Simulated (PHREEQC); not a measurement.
# Brine: speciation

A solution holds 1.4 mol/kgw H2SO4, 4 mol/kgw MnCl2 and 0.0017 mol/kgw H4SiO4, at 15 °C. Closed to the air; pH follows from the charge balance.

Equilibrium calculation in PHREEQC: Pitzer model, pitzer.dat.

Precipitation was switched off in this run.

Question: Predict the pH.

Answer: pH -1.60.

The solution is supersaturated, for example in SiO2(a), so a real one may precipitate; this is no full list. In brines, pH and single-ion activities rest on the MacInnes convention.
